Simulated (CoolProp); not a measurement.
Vapour-liquid equilibrium of CH3F (R41) (1) + chloromethane (R40) (2) at 236.4 K; x and y are mole fractions of (1).

The numbers come from the multi-fluid Helmholtz-energy mixture model, Lemmon 2006 and Thol 2014; pair parameters Bell 2016 in CoolProp.

```json
[
 {"x": "0.05", "bubble pressure (kPa)": "89.81", "y at the bubble point": "0.397", "dew pressure at overall composition x (kPa)": "58.91", "liquid density (mol/L)": "20.46"},
 {"x": "0.15", "bubble pressure (kPa)": "156.2", "y at the bubble point": "0.681", "dew pressure at overall composition x (kPa)": "65.40", "liquid density (mol/L)": "20.78"},
 {"x": "0.25", "bubble pressure (kPa)": "220.5", "y at the bubble point": "0.794", "dew pressure at overall composition x (kPa)": "73.48", "liquid density (mol/L)": "21.09"},
 {"x": "0.35", "bubble pressure (kPa)": "281.8", "y at the bubble point": "0.855", "dew pressure at overall composition x (kPa)": "83.83", "liquid density (mol/L)": "21.40"},
 {"x": "0.45", "bubble pressure (kPa)": "340.1", "y at the bubble point": "0.894", "dew pressure at overall composition x (kPa)": "97.53", "liquid density (mol/L)": "21.70"},
 {"x": "0.55", "bubble pressure (kPa)": "395.7", "y at the bubble point": "0.921", "dew pressure at overall composition x (kPa)": "116.5", "liquid density (mol/L)": "21.99"},
 {"x": "0.65", "bubble pressure (kPa)": "449.6", "y at the bubble point": "0.943", "dew pressure at overall composition x (kPa)": "144.6", "liquid density (mol/L)": "22.26"},
 {"x": "0.75", "bubble pressure (kPa)": "503.1", "y at the bubble point": "0.960", "dew pressure at overall composition x (kPa)": "190.0", "liquid density (mol/L)": "22.52"},
 {"x": "0.85", "bubble pressure (kPa)": "557.9", "y at the bubble point": "0.977", "dew pressure at overall composition x (kPa)": "275.2", "liquid density (mol/L)": "22.77"},
 {"x": "0.95", "bubble pressure (kPa)": "616.0", "y at the bubble point": "0.992", "dew pressure at overall composition x (kPa)": "470.8", "liquid density (mol/L)": "23.00"}
]
```

No azeotrope shows between x = 0.05 and 0.95.

The pair parameters rest on a limited set of measurements; away from them the model extrapolates.
